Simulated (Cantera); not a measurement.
**Premixed flame**

A freely propagating, adiabatic, planar premixed flame of 24.7 % H2, 15.8 % O2, 59.5 % N2, equivalence ratio 0.78, unburnt at 325 K and 82.5 Torr; mixture-averaged transport, grid criteria slope 0.08 and curve 0.16, no radiation.

Computed with Cantera and the H2/O2 subset of GRI-Mech 3.0, which has no nitrogen chemistry. Burning velocities carry a grid error of a few per cent, more on coarse grids.

```csv
z (mm),T (K),u (m/s),x H2,x O2,x HO2,x O,x OH,x H2O
-19.5,325,1.74,0.247,0.158,<1e-8,<1e-8,<1e-8,<1e-8
-13.0,325,1.74,0.247,0.158,<1e-8,<1e-8,<1e-8,<1e-8
-9.76,325,1.74,0.247,0.158,<1e-8,<1e-8,<1e-8,<1e-8
-6.50,325,1.74,0.247,0.158,<1e-8,<1e-8,<1e-8,<1e-8
-3.25,329,1.76,0.244,0.159,2.68e-5,3.74e-7,3.10e-6,7.87e-5
-1.63,559,2.91,0.209,0.155,6.10e-5,8.92e-5,0.000680,0.0172
0,994,5.01,0.110,0.119,1.82e-5,0.00433,0.00175,0.100
1.63,1273,6.35,0.0353,0.0669,8.36e-6,0.0120,0.00571,0.191
3.25,1401,6.95,0.0253,0.0559,5.95e-6,0.0133,0.00792,0.210
6.50,1537,7.57,0.0243,0.0520,4.53e-6,0.0124,0.0102,0.218
13.0,1680,8.19,0.0224,0.0486,3.40e-6,0.0105,0.0121,0.228
26.0,1815,8.76,0.0187,0.0455,2.48e-6,0.00805,0.0131,0.239
52.0,1937,9.27,0.0138,0.0429,1.73e-6,0.00541,0.0127,0.251
```
x: mole fraction of selected species; z is measured from the peak of heat release.

```json
{
 "laminar_burning_velocity": "174 cm/s",
 "thermal_thickness": "6.50 mm",
 "peak x(HO2)": "0.000115",
 "peak x(O)": "0.0133",
 "peak x(OH)": "0.0131",
 "grid_points": "125"
}
```
